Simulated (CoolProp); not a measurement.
Vapour-liquid equilibrium of ethane (1) + hydrogen sulfide (2) at -71.05 °C; x and y are mole fractions of (1).

The numbers come from the multi-fluid Helmholtz-energy mixture model, Bücker 2006 and Lemmon 2006; pair parameters Kunz 2012 in CoolProp.

```json
[
 {"x": "0.05", "bubble pressure (MPa)": "0.1247", "y at the bubble point": "0.557", "dew pressure at overall composition x (MPa)": "0.05976", "liquid density (mol/L)": "27.43"},
 {"x": "0.125", "bubble pressure (MPa)": "0.1800", "y at the bubble point": "0.705", "dew pressure at overall composition x (MPa)": "0.06478", "liquid density (mol/L)": "26.10"},
 {"x": "0.2", "bubble pressure (MPa)": "0.2050", "y at the bubble point": "0.748", "dew pressure at overall composition x (MPa)": "0.07071", "liquid density (mol/L)": "24.91"},
 {"x": "0.275", "bubble pressure (MPa)": "0.2157", "y at the bubble point": "0.765", "dew pressure at overall composition x (MPa)": "0.07782", "liquid density (mol/L)": "23.84"},
 {"x": "0.35", "bubble pressure (MPa)": "0.2202", "y at the bubble point": "0.773", "dew pressure at overall composition x (MPa)": "0.08650", "liquid density (mol/L)": "22.87"},
 {"x": "0.425", "bubble pressure (MPa)": "0.2227", "y at the bubble point": "0.778", "dew pressure at overall composition x (MPa)": "0.09733", "liquid density (mol/L)": "21.98"},
 {"x": "0.5", "bubble pressure (MPa)": "0.2248", "y at the bubble point": "0.782", "dew pressure at overall composition x (MPa)": "0.1112", "liquid density (mol/L)": "21.18"},
 {"x": "0.575", "bubble pressure (MPa)": "0.2273", "y at the bubble point": "0.790", "dew pressure at overall composition x (MPa)": "0.1296", "liquid density (mol/L)": "20.45"},
 {"x": "0.65", "bubble pressure (MPa)": "0.2305", "y at the bubble point": "0.802", "dew pressure at overall composition x (MPa)": "0.1549", "liquid density (mol/L)": "19.78"},
 {"x": "0.725", "bubble pressure (MPa)": "0.2341", "y at the bubble point": "0.820", "dew pressure at overall composition x (MPa)": "0.1910", "liquid density (mol/L)": "19.17"},
 {"x": "0.8", "bubble pressure (MPa)": "0.2375", "y at the bubble point": "0.848", "dew pressure at overall composition x (MPa)": "0.2301", "liquid density (mol/L)": "18.61"},
 {"x": "0.875", "bubble pressure (MPa)": "0.2400", "y at the bubble point": "0.888", "dew pressure at overall composition x (MPa)": "0.2394", "liquid density (mol/L)": "18.10"},
 {"x": "0.95", "bubble pressure (MPa)": "0.2403", "y at the bubble point": "0.947", "dew pressure at overall composition x (MPa)": "0.2403", "liquid density (mol/L)": "17.63"}
]
```

y crosses x between x = 0.875 and 0.95: the model has an azeotrope there.

Pair parameters are fitted to limited data, so mixtures are less certain than the pure fluids. With so large a gap from Raoult's law the liquid may split in two, which this calculation doesn't test in full.
